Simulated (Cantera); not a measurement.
An isothermal, constant-pressure homogeneous reactor starts with CO : O2 : H2O : N2 = 0.013 : 0.0036 : 0.0035 : 1 (molar parts), equivalence ratio 1.8, at 1125 K and 460000 Pa.

Computed with Cantera and GRI-Mech 3.0 (53 species, 325 reactions).

Q: Predict: x(CO) at 200 s; x(H2O) at 200 s.

A: 
```json
{
 "x(CO) at 200 s": "0.00483 (gas-phase equilibrium 0.00455)",
 "x(H2O) at 200 s": "0.00256 (gas-phase equilibrium 0.00229)"
}
```
